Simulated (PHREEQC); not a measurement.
Make-up at 25 °C: 0.0038 mol/kgw Cu(NO3)2, 8.3e-05 mol/kgw HBF4 and 0.0032 mol/kgw NaCl. Closed to the air; pH follows from the charge balance.

All values are PHREEQC results (ion-association model, wateq4f.dat), not measurements.

Precipitation was switched off in this run.

Predict the pH.

pH 3.64.

In which forms is F present?

F- 74 %, HF 23 %, CuF+ 3.2 % of the F.

Real BF4- forms and hydrolyses slowly; the run takes it at equilibrium.
